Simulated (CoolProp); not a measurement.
Vapour-liquid equilibrium of ethane (1) + propane (2) at 0.249 MPa; x and y are mole fractions of (1).

Model: multi-fluid Helmholtz-energy mixture model, Bücker 2006 and Lemmon 2009; pair parameters Kunz 2012, in CoolProp.

```
x     bubble temperature, mixture model (K)  bubble temperature, Raoult's law (K)  y, mixture model  y, Raoult's law
----  -------------------------------------  ------------------------------------  ----------------  ---------------
0.05                                  248.2                                 247.5             0.211            0.243
0.2                                   235.3                                 233.7             0.589            0.635
0.35                                  225.9                                 224.2             0.774            0.806
0.5                                   218.7                                 217.3             0.876            0.894
0.65                                  212.9                                 212.0             0.935            0.944
0.8                                   208.1                                 207.7             0.972            0.975
0.95                                  204.2                                 204.1             0.995            0.995
```

The largest gap from Raoult's law is +1.7 K in bubble temperature, at x = 0.35. No azeotrope shows between x = 0.05 and 0.95.

Pair parameters are fitted to limited data, so mixtures are less certain than the pure fluids.
